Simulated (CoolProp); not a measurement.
Vapour-liquid equilibrium of acetone (1) + n-hexane (2) at 331.3 K; x and y are mole fractions of (1).

Computed with CoolProp (multi-fluid Helmholtz-energy mixture model, Lemmon 2006 and Thol 2019; pair parameters Bell 2016).

```csv
x,"bubble pressure, mixture model (bar)","bubble pressure, Raoult's law (bar)","y, mixture model","y, Raoult's law"
0.05,0.8931,0.7366,0.225,0.074
0.2,1.176,0.7919,0.469,0.275
0.35,1.282,0.8473,0.551,0.449
0.5,1.322,0.9026,0.597,0.602
0.65,1.333,0.9580,0.642,0.738
0.8,1.307,1.013,0.714,0.858
0.95,1.179,1.069,0.883,0.966
```

The largest gap from Raoult's law is +51.3 % in bubble pressure, at x = 0.35. y crosses x between x = 0.5 and 0.65: the model has an azeotrope there.

The pair parameters rest on a limited set of measurements; away from them the model extrapolates. With so large a gap from Raoult's law the liquid may split in two, which this calculation doesn't test in full.
